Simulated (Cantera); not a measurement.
Cantera run, input and output.

```python
import numpy as np
import cantera as ct

gas = ct.Solution("h2o2.yaml")
gas.TPX = 1425, 2400, {'H2': 0.14, 'O2': 1}
inlet = ct.Reservoir(gas, clone=True)

reactor = ct.IdealGasConstPressureReactor(gas, energy="off", clone=False)
exhaust = ct.Reservoir(gas, clone=True)
tau = [2, 0.68, 0.23, 0.078, 0.026, 0.0088, 0.003, 0.001][0]
for a, b in ((inlet, reactor), (reactor, exhaust)):
    ct.MassFlowController(a, b, mdot=lambda t: reactor.mass / tau)
net = ct.ReactorNet([reactor])
show = ['H2', 'O2', 'H', 'OH', 'H2O2', 'O', 'H2O']

rows = []
print(f"{'tau/s':>10s}{'T/K':>9s}" + "".join(f"{s:>11s}" for s in show))
for tau in [2, 0.68, 0.23, 0.078, 0.026, 0.0088, 0.003, 0.001]:
    net.initial_time = 0.0
    net.advance(30 * tau)
    before = gas.X
    net.advance(40 * tau)
    drift = np.max(np.abs(gas.X - before) / (gas.X + 1e-9))
    rows.append([gas.T, *gas[show].X, drift])
    print(f"{tau:10.3e}{gas.T:9.1f}" + "".join(f"{x:11.3e}" for x in gas[show].X))
```

It prints:

```
     tau/s      T/K         H2         O2          H         OH       H2O2          O        H2O
 2.000e+00   1425.0  1.548e-04  8.664e-01  1.050e-04  2.358e-03  6.000e-08  1.771e-03  1.292e-01
 6.800e-01   1425.0  3.109e-04  8.641e-01  3.066e-04  3.361e-03  8.546e-08  3.617e-03  1.283e-01
 2.300e-01   1425.0  6.158e-04  8.598e-01  8.787e-04  4.755e-03  1.175e-07  7.291e-03  1.266e-01
 7.800e-02   1425.0  1.181e-03  8.519e-01  2.396e-03  6.593e-03  1.537e-07  1.420e-02  1.237e-01
 2.600e-02   1425.0  2.155e-03  8.384e-01  6.002e-03  8.835e-03  1.881e-07  2.610e-02  1.185e-01
 8.800e-03   1425.0  3.549e-03  8.203e-01  1.228e-02  1.103e-02  2.109e-07  4.172e-02  1.111e-01
 3.000e-03   1425.0  5.402e-03  8.045e-01  1.925e-02  1.278e-02  2.245e-07  5.487e-02  1.032e-01
 1.000e-03   1425.0  8.774e-03  7.977e-01  2.425e-02  1.433e-02  2.443e-07  5.952e-02  9.545e-02
```

Cantera simulation using the H2/O2 subset of GRI-Mech 3.0, which has no nitrogen chemistry; the numbers are that mechanism's predictions, not measurements. Radical loss at walls, strong at low pressure, is not modelled. The temperature is held fixed by assumption; the heat of reaction is taken as removed at once.
